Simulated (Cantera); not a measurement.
**Thermodynamics of iron carbonyl, mercury and lead vapours, feed Pb + CO + N2**

A closed system holds: 1 mol Pb, a varied amount of CO, 0.98 mol N2, equilibrated at 525 °C and 0.00440 bar.

Equilibrium computed with Cantera from the NASA thermochemical tables; the gas is ideal and each condensed phase is pure. Candidate condensed phases: C, Pb, PbO, PbO2, Pb3O4; 27 gas species. Rates play no part.

| n(CO) (mol) | x N2 | x CO | x CO2 | x Pb | n C(graphite) | n Pb(l) |
|---|---|---|---|---|---|---|
| 0.1 | 0.910 | 0.0861 | 0.00342 | 1.31e-5 | 0.00368 | 1.000 |
| 0.15 | 0.873 | 0.120 | 0.00667 | 1.31e-5 | 0.00749 | 1.000 |
| 0.2 | 0.839 | 0.150 | 0.0104 | 1.31e-5 | 0.0122 | 1.000 |
| 0.29 | 0.785 | 0.197 | 0.0179 | 1.31e-5 | 0.0223 | 1.000 |
| 0.4 | 0.730 | 0.243 | 0.0273 | 1.31e-5 | 0.0367 | 1.000 |
| 0.56 | 0.662 | 0.297 | 0.0407 | 1.31e-5 | 0.0602 | 1.000 |
| 0.78 | 0.589 | 0.353 | 0.0576 | 1.31e-5 | 0.0959 | 1.000 |
| 1.1 | 0.508 | 0.413 | 0.0787 | 1.31e-5 | 0.152 | 1.000 |
| 1.5 | 0.435 | 0.465 | 0.0999 | 1.31e-5 | 0.225 | 1.000 |
| 2.1 | 0.358 | 0.518 | 0.124 | 1.31e-5 | 0.340 | 1.000 |
| 3 | 0.283 | 0.568 | 0.149 | 1.31e-5 | 0.516 | 1.000 |
| 4.2 | 0.221 | 0.608 | 0.171 | 1.31e-5 | 0.755 | 1.000 |
| 5.9 | 0.169 | 0.641 | 0.190 | 1.31e-5 | 1.10 | 1.000 |
x: gas mole fraction; n: condensed amount in mol.

From 0.1 mol CO to 5.9 mol CO the condensed part is C(graphite) + Pb(l). The main Pb-bearing gas is Pb throughout.
